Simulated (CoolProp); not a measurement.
50 sccm (0 °C, 1 atm) of nitrogen bubbles through liquid toluene at 327.6 K and leaves saturated at a total pressure of 0.15 MPa (ideal gas phase). Each further row changes one setting.

The numbers come from the reference Helmholtz-energy equation of state, Lemmon 2006 in CoolProp. It is a short technical equation, of lower accuracy than the large ones.

```tsv
case	vapour pressure (kPa)	mole fraction of vapour	delivery (mg/min)	delivery (sccm)	change of delivery for a bath 1 K warmer (%)
as stated	14.8	0.0987	22.5	5.48	4.7
bath temperature 332.6 K	18.1	0.121	28.3	6.88	4.6
total pressure 0.3 MPa	14.8	0.0494	10.7	2.60	4.4
```
